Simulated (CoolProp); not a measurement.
Sulfur hexafluoride along the isobar 9.78 bar: Z from the reference equation and from simpler models built on Tc = 45.6 °C, pc = 37.55 bar, ω = 0.210; each cubic takes its own stable root.

Model: reference Helmholtz-energy equation of state, Guder 2009, in CoolProp.

```tsv
T (°C)	phase	reference
23.85	gas	0.8786
34.65	gas	0.8939
45.35	gas	0.9065
56.15	gas	0.9173
66.95	gas	0.9265
77.75	gas	0.9344
88.45	gas	0.9413
99.25	gas	0.9474
110.05	gas	0.9527
120.75	gas	0.9574
131.55	gas	0.9616
142.35	gas	0.9653
153.15	gas	0.9687
163.85	gas	0.9716
174.65	gas	0.9744
```

### Question
How far does each simpler model (Pitzer virial, van der Waals, Redlich-Kwong, Soave-Redlich-Kwong, Peng-Robinson) lie from the reference over these 15 states: mean and median of the absolute difference, and the worst?

### Answer
- Pitzer virial: mean 0.2 %, median 0.1 %, worst +0.8 % at 23.85 °C and 9.78 bar
- van der Waals: mean 0.7 %, median 0.6 %, worst +2.4 % at 23.85 °C and 9.78 bar
- Redlich-Kwong: mean 0.4 %, median 0.5 %, worst -0.6 % at 174.65 °C and 9.78 bar
- Soave-Redlich-Kwong: mean 0.1 %, median 0.1 %, worst -0.1 % at 45.35 °C and 9.78 bar
- Peng-Robinson: mean 0.9 %, median 0.9 %, worst -1.2 % at 34.65 °C and 9.78 bar
